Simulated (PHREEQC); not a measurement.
Make-up at 25 °C: 0.25 mol HF, 0.00024 mol H2SiF6, 0.0033 mol H3AsO4 and 0.0001 mol HNO3 per kg of water. Closed to the air; pH follows from the charge balance.

Model: ion-association model, wateq4f.dat, run in PHREEQC.

```
Property                  Result
----------------  --------------
pH                          1.90
ionic strength    0.0143 mol/kgw
total alkalinity     -255 meq/kg
```

```csv
species,molality,activity,log γ
HF,0.136,0.137,0.001
H2F2,0.0485,0.0487,0.001
H+,0.0140,0.0126,-0.045
F-,0.00815,0.00721,-0.054
HF2-,0.00428,0.00378,-0.054
H3AsO4,0.00228,0.00229,0.001
H2AsO4-,0.00102,0.000906,-0.052
SiF6-2,0.000240,0.000150,-0.204
```

This is a speciation only: nothing precipitates in the calculation. Complexes and solids missing from the database can't appear. wateq4f.dat counts part of the HF as a dimer, H2F2, which phreeqc.dat doesn't know; its constant is uncertain. SiF6-2 is the database's only silicon fluoride.
